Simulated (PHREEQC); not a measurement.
Solution (25 °C): 0.0011 mol NH4HF2, 0.1 mol (NH4)2SiF6 and 0.00018 mol HBF4 per kg of water. Closed to the air; pH follows from the charge balance.

Model: ion-association model, wateq4f.dat, run in PHREEQC.

This is a speciation only: nothing precipitates in the calculation.

Estimate the pH, ionic strength.

pH 3.08; ionic strength 0.302 mol/kgw.

In which forms is B present?

BF4- 64 %, H3BO3 21 %, BF3OH- 9.4 %, BF2(OH)2- 5.1 % of the B.

The solution is supersaturated, for example in Quartz (slow to form), Chalcedony (slow to form), so a real one may precipitate; this is no full list. SiF6-2 is the database's only silicon fluoride. Real BF4- forms and hydrolyses slowly; the run takes it at equilibrium.
